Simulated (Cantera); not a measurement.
Cantera run, input and output.

```python
import numpy as np
import cantera as ct

gas = ct.Solution("gri30.yaml")
gas.TPX = 650, 420000, {'CH3OH': 1, 'O2': 1.65, 'N2': 6.1}
flame = ct.FreeFlame(gas, width=0.015)
flame.set_refine_criteria(ratio=3, slope=0.08, curve=0.16)
flame.transport_model = "mixture-averaged"
flame.solve(loglevel=0, auto=True)
z, T = flame.grid, flame.T
thick = (T[-1] - T[0]) / np.gradient(T, z).max()
show = ['CH3OH', 'O2', 'OH', 'H2O2', 'C2H4', 'CO']
print(f"laminar burning velocity  {flame.velocity[0] * 100:.3f} cm/s")
print(f"burnt temperature         {T[-1]:.1f} K")
print(f"thermal thickness         {thick * 1e3:.4f} mm")
print(f"grid points               {len(z)}")
z0 = z[flame.heat_release_rate.argmax()]
print(f"{'z/mm':>9s}{'T/K':>9s}{'u/(m/s)':>9s}" + "".join(f"{s:>11s}" for s in show))
rows = []
for k in (-3, -2, -1.5, -1, -0.5, -0.25, 0, 0.25, 0.5, 1, 2, 4, 8):
    zz = z0 + k * thick
    rows.append([k * thick, np.interp(zz, z, T), np.interp(zz, z, flame.velocity),
                 *(np.interp(zz, z, flame.X[gas.species_index(s)]) for s in show)])
    print(f"{rows[-1][0] * 1e3:9.3f}{rows[-1][1]:9.1f}{rows[-1][2]:9.3f}" + "".join(f"{x:11.3e}" for x in rows[-1][3:]))
```

It prints:

```
laminar burning velocity  103.837 cm/s
burnt temperature         2391.5 K
thermal thickness         0.0852 mm
grid points               144
     z/mm      T/K  u/(m/s)      CH3OH         O2         OH       H2O2       C2H4         CO
   -0.256    650.4    1.041  1.141e-01  1.882e-01  1.223e-15  7.673e-07  3.134e-11  1.601e-05
   -0.170    653.4    1.048  1.137e-01  1.874e-01  7.713e-14  6.982e-06  3.653e-10  1.454e-04
   -0.128    663.3    1.068  1.129e-01  1.859e-01  1.112e-12  2.715e-05  1.732e-09  5.656e-04
   -0.085    719.0    1.168  1.088e-01  1.798e-01  4.373e-11  1.449e-04  1.278e-08  3.053e-03
   -0.043   1012.1    1.690  8.351e-02  1.513e-01  1.466e-07  7.725e-04  1.043e-07  1.765e-02
   -0.021   1356.7    2.324  4.682e-02  1.175e-01  3.874e-05  1.127e-03  2.524e-07  3.716e-02
    0.000   1757.5    3.089  5.729e-03  7.705e-02  1.489e-03  9.181e-05  4.137e-07  6.020e-02
    0.021   1926.7    3.386  2.845e-05  5.245e-02  6.450e-03  1.542e-06  4.777e-08  5.316e-02
    0.043   2013.0    3.515  7.125e-08  4.092e-02  9.092e-03  1.114e-06  1.209e-09  4.045e-02
    0.085   2123.7    3.677  6.166e-11  3.255e-02  9.998e-03  8.148e-07  1.230e-12  2.723e-02
    0.170   2234.8    3.841  6.001e-15  2.695e-02  9.166e-03  5.684e-07  1.087e-17  1.847e-02
    0.341   2320.6    3.968  9.597e-17  2.302e-02  7.574e-03  4.177e-07  4.594e-24  1.284e-02
    0.682   2369.4    4.038  3.203e-17  2.066e-02  6.343e-03  3.541e-07  6.762e-26  9.125e-03
```

Model: GRI-Mech 3.0 (53 species, 325 reactions), integrated in Cantera. GRI-Mech 3.0 was tuned for natural gas; its chemistry of methanol as a main component is partial and can be far from experiment. Burning velocities carry a grid error of a few per cent, more on coarse grids.
